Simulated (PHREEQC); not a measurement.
A solution holds 39 mmol/kgw ZnSO4, 1.3 mmol/kgw H3BO3 and 0.82 mmol/kgw FeSO4, at 65 °C. Closed to the air; pH follows from the charge balance.

The numbers come from PHREEQC with the ion-association model, wateq4f.dat.

Precipitation was switched off in this run.

Order these S species by the share of S that they hold, largest first: SO4-2, Zn(SO4)2-2, ZnSO4, FeSO4.

SO4-2 (47 %), ZnSO4 (42 %), Zn(SO4)2-2 (10 %), FeSO4 (0.98 %)

Order these Zn species by the share of Zn that they hold, largest first: ZnSO4, Zn+2, Zn(SO4)2-2.

Zn+2 (52 %), ZnSO4 (43 %), Zn(SO4)2-2 (5.1 %)

The pH is 5.16 and the ionic strength 0.0827 mol/kgw. Away from 25 °C the constants follow the database's enthalpies or fits; those with neither stay at their 25 °C values.
